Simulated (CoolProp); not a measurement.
The numbers come from the reference Helmholtz-energy equation of state, Zhou 2012 in CoolProp.

Q: For o-xylene, give the phase and the Z, cp (kJ/(kg K)), expansivity (1/kK), viscosity (µPa s) at 620 K and 8.41 MPa.

A: 
- 620 K and 8.41 MPa: liquid; Z 0.316, cp 2.98, expansivity 3.19, viscosity 83.1

Viscosity comes from a separate model (Cao 2016).
